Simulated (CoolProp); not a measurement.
Vapour-liquid equilibrium of dimethyl ether (1) + n-butane (2) at 215.8 K; x and y are mole fractions of (1).

Values from CoolProp's multi-fluid Helmholtz-energy mixture model, Wu 2011 and Bücker 2006; pair parameters Bell 2016.

Question: Give the bubble pressure and the first vapour's composition at x = 0.05, 0.35, 0.65. Is there an azeotrope?

Answer: x = 0.05: 7.578 kPa, y = 0.249; x = 0.35: 13.80 kPa, y = 0.691; x = 0.65: 16.85 kPa, y = 0.825. No azeotrope shows between x = 0.05 and 0.95.

Pair parameters are fitted to limited data, so mixtures are less certain than the pure fluids.
